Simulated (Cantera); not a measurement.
Feed: 1 mol ZrO2, a varied amount of H2, 2.9 mol N2, at 2023 K and 4880 Torr.

Method: chemical equilibrium by Gibbs-energy minimisation in Cantera with the NASA 1993 tables (ideal gas, pure condensed phases). Candidate condensed phases: H2O, Zr, ZrN, ZrO2; 28 gas species. Mutual solubility and eutectic melting of coexisting phases are not modelled. ZrN: taken at fixed stoichiometry. Condensed phases not in the tables: solid solutions among these carbides, nitrides and lower oxides. Equilibrium is a limit: real reactors are often held back by kinetics, nucleation or transport.

x: gas mole fraction; n: condensed amount in mol.

```json
[
 {"n(H2) (mol)": "0.42", "x H2": "0.126", "x N2": "0.873", "x H": "0.000265", "x H2O": "5.35e-5", "x NH3": "5.27e-6", "x NH2": "3.96e-8", "n ZrO2(tetragonal)": "1.000", "n ZrN(s)": "0"},
 {"n(H2) (mol)": "0.76", "x H2": "0.207", "x N2": "0.792", "x H": "0.000339", "x H2O": "8.58e-5", "x NH3": "1.06e-5", "x NH2": "6.19e-8", "n ZrO2(tetragonal)": "1.000", "n ZrN(s)": "0.000157"},
 {"n(H2) (mol)": "1.4", "x H2": "[?]", "x N2": "[?]", "x H": "[?]", "x H2O": "[?]", "x NH3": "[?]", "x NH2": "[?]", "n ZrO2(tetragonal)": "1.000", "n ZrN(s)": "[?]"},
 {"n(H2) (mol)": "2.5", "x H2": "0.462", "x N2": "0.537", "x H": "0.000507", "x H2O": "0.000174", "x NH3": "2.90e-5", "x NH2": "1.14e-7", "n ZrO2(tetragonal)": "1.000", "n ZrN(s)": "0.000469"},
 {"n(H2) (mol)": "4.5", "x H2": "0.607", "x N2": "0.392", "x H": "0.000581", "x H2O": "0.000211", "x NH3": "3.73e-5", "x NH2": "1.28e-7", "n ZrO2(tetragonal)": "0.999", "n ZrN(s)": "0.000780"},
 {"n(H2) (mol)": "8", "x H2": "0.733", "x N2": "0.266", "x H": "0.000638", "x H2O": "0.000231", "x NH3": "4.07e-5", "x NH2": "1.27e-7", "n ZrO2(tetragonal)": "0.999", "n ZrN(s)": "0.00126"},
 {"n(H2) (mol)": "15", "x H2": "0.837", "x N2": "0.162", "x H": "0.000682", "x H2O": "0.000233", "x NH3": "3.87e-5", "x NH2": "1.13e-7", "n ZrO2(tetragonal)": "0.998", "n ZrN(s)": "0.00208"},
 {"n(H2) (mol)": "26", "x H2": "0.899", "x N2": "0.100", "x H": "0.000706", "x H2O": "0.000222", "x NH3": "3.39e-5", "x NH2": "9.55e-8", "n ZrO2(tetragonal)": "0.997", "n ZrN(s)": "0.00321"},
 {"n(H2) (mol)": "47", "x H2": "0.941", "x N2": "0.0580", "x H": "0.000723", "x H2O": "0.000202", "x NH3": "2.76e-5", "x NH2": "7.61e-8", "n ZrO2(tetragonal)": "0.995", "n ZrN(s)": "0.00505"},
 {"n(H2) (mol)": "85", "x H2": "0.966", "x N2": "0.0329", "x H": "0.000732", "x H2O": "0.000180", "x NH3": "2.17e-5", "x NH2": "5.88e-8", "n ZrO2(tetragonal)": "0.992", "n ZrN(s)": "0.00793"},
 {"n(H2) (mol)": "150", "x H2": "0.980", "x N2": "[?]", "x H": "0.000737", "x H2O": "[?]", "x NH3": "[?]", "x NH2": "[?]", "n ZrO2(tetragonal)": "0.988", "n ZrN(s)": "[?]"},
 {"n(H2) (mol)": "280", "x H2": "0.989", "x N2": "0.0102", "x H": "0.000741", "x H2O": "0.000138", "x NH3": "1.25e-5", "x NH2": "3.35e-8", "n ZrO2(tetragonal)": "0.980", "n ZrN(s)": "0.0195"},
 {"n(H2) (mol)": "500", "x H2": "0.993", "x N2": "0.00573", "x H": "0.000742", "x H2O": "0.000120", "x NH3": "9.42e-6", "x NH2": "2.52e-8", "n ZrO2(tetragonal)": "0.970", "n ZrN(s)": "0.0301"}
]
```

Q: Fill in the missing entries.

A: 
- 1.4, x H2: 0.325
- 1.4, x N2: 0.674
- 1.4, x H: 0.000425
- 1.4, x H2O: 0.000129
- 1.4, x NH3: 1.91e-5
- 1.4, x NH2: 8.96e-8
- 1.4, n ZrN(s): 0.000278
- 150, x N2: 0.0189
- 150, x H2O: 0.000159
- 150, x NH3: 1.68e-5
- 150, x NH2: 4.52e-8
- 150, n ZrN(s): 0.0122
